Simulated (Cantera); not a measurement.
A Cantera script and what it prints.

```python
import numpy as np
import cantera as ct

gas_names = [...]  # 113 gases of nasa_gas.yaml made of C, Cu, H, O
cond_names = """
    C(gr) C6H6(L) C7H8(L) C8H18(L),n-octa Cu(cr) Cu(L) CuO(s) CuO2H2(s) Cu2O(s) Cu2O(L) H2O(s) H2O(L)
""".split()


# ... load() reads the species with a 1 bar reference pressure and builds the phases ...
atoms = {
    'Cu': {'Cu': 1},
    'CO2': {'C': 1, 'O': 2},
    'H2': {'H': 2},
}
top_T = {'C(gr)': 4500, 'CuO(s)': 1390}  # K; cautious upper limits of use, not melting points


# ... equilibrate(T, P, feed) seeds the gas with the atoms and calls Mixture.equilibrate('TP', solver="vcs", rtol=1e-11, max_steps=5000) ...
results = []
feed = {'Cu': 1, 'CO2': 22, 'H2': 5.9}  # mol
T = 823  # K
P = 540  # Pa
mix = equilibrate(T, P, feed)
results.append((T, P, feed, dict(zip(mix.species_names, mix.species_moles))))
x = sorted(zip(gas.X, gas.species_names), reverse=True)
print(f"T = {T:g} K  P = {P:g} Pa  gas = {mix.phase_moles(0):.4g} mol")
print("   x: " + "  ".join(f"{s} {v:.3e}" for v, s in x if v > 1e-05))
print("   condensed (mol): " + ("  ".join(f"{mix.phase(i).name} {mix.phase_moles(i):.4g}"
      for i in range(1, mix.n_phases) if mix.phase_moles(i) > 1e-12) or "none"))
```

Result:

```
T = 823 K  P = 540 Pa  gas = 27.9 mol
   x: CO2 6.630e-01  H2O 1.255e-01  CO 1.255e-01  H2 8.595e-02
   condensed (mol): Cu(cr) 1
```

Equilibrium computed with Cantera from the NASA thermochemical tables; the gas is ideal and each condensed phase is pure.
